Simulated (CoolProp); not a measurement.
Cyclopropane at several states: Z from the reference equation and from simpler models built on Tc = 125.5 °C, pc = 56.05 bar, ω = 0.131; each cubic takes its own stable root.

The numbers come from the reference Helmholtz-energy equation of state, Polt 1992 in CoolProp. This equation is an older, rougher fit; its heat capacities, sound speeds and derivatives of the liquid may be far off and weren't checked against measurements.

```csv
T (°C),p (bar),phase,reference,Redlich-Kwong,Soave-Redlich-Kwong,Peng-Robinson
44.85,1.12,gas,0.9855,0.9870,0.9866,0.9856
158.15,33.3,gas,0.8227,0.8214,[?],0.8070
80.55,0.256,gas,0.9977,0.9978,0.9978,0.9976
26.15,8.37,liquid,[?],0.8733,[?],0.02205
174.65,0.429,gas,0.9981,0.9981,0.9982,0.9979
```

Question: Fill in the missing entries.

Answer: 
- 158.15, Soave-Redlich-Kwong: 0.8261
- 26.15, reference: 0.02292
- 26.15, Soave-Redlich-Kwong: 0.02500

At some of these states Redlich-Kwong gives the other phase, because its saturation line lies elsewhere.
